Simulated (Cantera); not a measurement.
A perfectly stirred reactor is fed with 1.57 % H2, 4.92 % O2, 93.5 % N2, equivalence ratio 0.16, at 11000 Pa; it is held at 1023 K, and followed from long to short residence time.

Computed with Cantera and the H2/O2 subset of GRI-Mech 3.0, which has no nitrogen chemistry. Radical loss at walls, strong at low pressure, is not modelled.

Task: Predict: x(H2) at τ = 28.0 s; x(O2) at τ = 28.0 s; x(HO2) at τ = 28.0 s; x(H) at τ = 28.0 s; x(H2O) at τ = 28.0 s; x(H2) at τ = 0.240 s; x(O2) at τ = 0.240 s; x(HO2) at τ = 0.240 s; x(H) at τ = 0.240 s; x(H2O) at τ = 0.240 s.

Result: 
- x(H2) at τ = 28.0 s: 2.09e-5
- x(O2) at τ = 28.0 s: 0.0417
- x(HO2) at τ = 28.0 s: 4.12e-7
- x(H) at τ = 28.0 s: 7.15e-7
- x(H2O) at τ = 28.0 s: 0.0158
- x(H2) at τ = 0.240 s: 0.000369
- x(O2) at τ = 0.240 s: 0.0418
- x(HO2) at τ = 0.240 s: 1.97e-6
- x(H) at τ = 0.240 s: 7.98e-5
- x(H2O) at τ = 0.240 s: 0.0154
